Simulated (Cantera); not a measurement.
## Adiabatic ignition

An adiabatic, constant-volume homogeneous reactor starts with CH4 : O2 : N2 = 1 : 3.03 : 11.4 (molar parts), equivalence ratio 0.66, at 1348 K and 920000 Pa.

Detailed kinetics in Cantera: GRI-Mech 3.0 (53 species, 325 reactions).

```tsv
t (s)	T (K)	P (bar)	x CH4	x O2	x N2O	x HCN	x C2H2
1.00e-6	1348	9.20	0.0648	0.196	<1e-12	<1e-12	<1e-12
2.70e-6	1348	9.20	0.0648	0.196	<1e-12	<1e-12	<1e-12
7.30e-6	1348	9.20	0.0648	0.196	1.25e-12	<1e-12	<1e-12
1.97e-5	1348	9.20	0.0648	0.196	8.27e-12	<1e-12	<1e-12
5.34e-5	1348	9.20	0.0648	0.196	5.32e-11	<1e-12	<1e-12
0.000144	1349	9.20	0.0647	0.196	3.06e-10	<1e-12	1.04e-10
0.000390	1354	9.24	0.0638	0.196	2.06e-9	<1e-12	1.02e-8
0.00105	2791	19.2	<1e-12	0.0601	4.14e-6	2.11e-10	<1e-12
0.00285	2782	19.2	<1e-12	0.0578	4.24e-6	2.39e-10	<1e-12
0.00770	2782	19.2	<1e-12	0.0578	4.24e-6	2.39e-10	<1e-12
0.0208	2782	19.2	<1e-12	0.0578	4.24e-6	2.39e-10	<1e-12
0.0562	2782	19.2	<1e-12	0.0578	4.24e-6	2.39e-10	<1e-12
0.152	2782	19.2	<1e-12	0.0578	4.24e-6	2.39e-10	<1e-12
0.411	2782	19.2	<1e-12	0.0578	4.24e-6	2.39e-10	<1e-12
1.11	2782	19.2	<1e-12	0.0578	4.24e-6	2.39e-10	<1e-12
3.00	2782	19.2	<1e-12	0.0578	4.24e-6	2.39e-10	<1e-12
```
x: mole fraction; the columns are a selection and need not sum to one.

```yaml
time_of_steepest_temperature_rise: 0.744 ms
temperature at 3.00 s: 2782 K
equilibrium_temperature: 2782 K
x(CH4) at 3.00 s: <1e-12 (gas-phase equilibrium <1e-12)
x(O2) at 3.00 s: 0.0578 (gas-phase equilibrium 0.0578)
x(N2O) at 3.00 s: 4.24e-6 (gas-phase equilibrium 4.24e-6)
```
